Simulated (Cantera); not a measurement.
A closed system holds: 1 mol SiO2, 15 mol H2, equilibrated at 1202 °C and 0.133 bar.

Equilibrium computed with Cantera from the NASA thermochemical tables; the gas is ideal and each condensed phase is pure. Candidate condensed phases: H2O, Si, SiO2; 18 gas species. The tables hold silica as quartz up to 1696 K and as liquid above; real silica turns to tridymite and cristobalite and melts near 1996 K. Kinetics and transport are ignored.

Base state: H2 1.000, H2O 7.85e-5, SiO 7.85e-5, H 3.55e-5 (mole fractions); condensed: SiO2(β-quartz).

Task: What changes in the equilibrium state with this change: SiO2 replaced by FeS?

Result: 
```csv
species,before,after
H2,1.000,0.986
H2S,0,0.0140
SH,0,0.000138
SiO,7.85e-5,0
S2,0,9.00e-5
H2O,7.85e-5,0
H,3.55e-5,3.53e-5
"SiO2(β-quartz), mol",0.999,0
"Fe(γ), mol",0,0.215
"FeS(l), mol",0,0.785
```
Metal and sulfide melt together well below either melting point, which pure phases cannot show. Mutual solubility and eutectic melting of coexisting phases are not modelled. FeS: taken at fixed stoichiometry. Further candidate phases: Fe, FeS, FeS2, S.
